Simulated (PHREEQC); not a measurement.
Acid mine or pickling water

Model water analysis in mg/kgw, 52 °C, pH 3.57, pe 11:

```tsv
constituent	mg/kgw
Na	1120
K	919
Ca	52.1
Mg	125
Cl	1670
S(6) as SO4	4210
Zn	34.5
Sr	2.9
B	0.233
Al	2.49
Cu(2)	46.1
Fe(3)	2.41
```

Cl is adjusted to close the charge balance.
Valence states are taken as typed.

Equilibrium calculation in PHREEQC: ion-association model, wateq4f.dat.

Precipitation was switched off in this run.

### Question
What ionic strength does the model give?

### Answer
ionic strength 0.109 mol/kgw.

### Question
In which forms is Mg present?

### Answer
MgSO4 65 %, Mg+2 35 % of the Mg.

The solution is supersaturated, for example in Jarosite-K, Jarosite-Na, so a real one may precipitate; this is no full list. Away from 25 °C the constants follow the database's enthalpies or fits; those with neither stay at their 25 °C values.
